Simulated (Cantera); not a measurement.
A Cantera script and what it prints.

```python
import numpy as np
import cantera as ct

gas_names = """
    H HO2 H2 H2O H2O2 O OH O2 O3 Si SiH SiH2 SiH3 SiH4 SiO SiO2 Si2 Si3
""".split()
cond_names = """
    H2O(s) H2O(L) Si(cr) Si(L) SiO2(Lqz) SiO2(hqz) SiO2(L)
""".split()


# ... load() reads the species with a 1 bar reference pressure and builds the phases ...
atoms = {
    'Si': {'Si': 1},
    'H2O': {'H': 2, 'O': 1},
    'H2': {'H': 2},
}
top_T = {}  # K; cautious upper limits of use, not melting points


# ... equilibrate(T, P, feed) seeds the gas with the atoms and calls Mixture.equilibrate('TP', solver="vcs", rtol=1e-11, max_steps=5000) ...
results = []
feed = {'Si': 1, 'H2O': 0.0011, 'H2': 16}  # mol
P = 11000  # Pa
for T in [998, 1073, 1148, 1223, 1298, 1373, 1448, 1523, 1598, 1673, 1748, 1823, 1898, 1973]:
    mix = equilibrate(T, P, feed)
    results.append((T, P, feed, dict(zip(mix.species_names, mix.species_moles))))

top = {s: max(r[3][s] / sum(r[3][g] for g in gas_names) for r in results) for s in gas_names}
cols = sorted((s for s in top if top[s] > 1e-06), key=lambda s: -top[s])[:5]
seen = [c for c in cond_names if any(r[3].get(c, 0) > 1e-12 for r in results)]
print("log10 of partial pressures in bar; condensed amounts in mol")
print(f"{'T/K':>10s}" + "".join(f"{s[:9]:>10s}" for s in cols + seen))
for T, P, feed, n in results:
    ng = sum(n[g] for g in gas_names)
    print(f"{T:10.4g}" + "".join(f"{np.log10(max(n[s] / ng * P / 1e5, 1e-99)):10.3f}" for s in cols)
          + "".join(f"{n.get(c, 0):10.4g}" for c in seen))
```

Result:

```
log10 of partial pressures in bar; condensed amounts in mol
       T/K        H2         H        Si      SiH2       SiO    Si(cr)     Si(L) SiO2(hqz)
       998    -0.959    -9.147   -15.798   -11.012    -9.320    0.9994         0   0.00055
      1073    -0.959    -8.333   -14.161   -10.128    -8.051    0.9994         0 0.0005493
      1148    -0.959    -7.624   -12.739    -9.360    -6.951    0.9994         0 0.0005417
      1223    -0.959    -7.001   -11.492    -8.686    -5.988    0.9994         0 0.0004746
      1298    -0.959    -6.449   -10.391    -8.090    -5.140    0.9989         0 2.051e-05
      1373    -0.959    -5.957    -9.411    -7.560    -5.122    0.9989         0         0
      1448    -0.959    -5.515    -8.534    -7.085    -5.122    0.9989         0         0
      1523    -0.959    -5.115    -7.744    -6.657    -5.122    0.9989         0         0
      1598    -0.959    -4.753    -7.029    -6.269    -5.122    0.9988         0         0
      1673    -0.959    -4.423    -6.379    -5.917    -5.122    0.9986         0         0
      1748    -0.959    -4.121    -5.837    -5.647    -5.122         0    0.9983         0
      1823    -0.959    -3.843    -5.355    -5.414    -5.122         0    0.9975         0
      1898    -0.960    -3.587    -4.911    -5.199    -5.122         0    0.9956         0
      1973    -0.961    -3.350    -4.501    -5.002    -5.122         0    0.9916         0
```

Cantera equilibrium calculation (NASA polynomials, part measured and part estimated; ideal gas, pure solids and liquids). Mutual solubility and eutectic melting of coexisting phases are not modelled. The tables hold silica as quartz up to 1696 K and as liquid above; real silica turns to tridymite and cristobalite and melts near 1996 K. Gases not in the tables: Si2H6 and higher silanes.
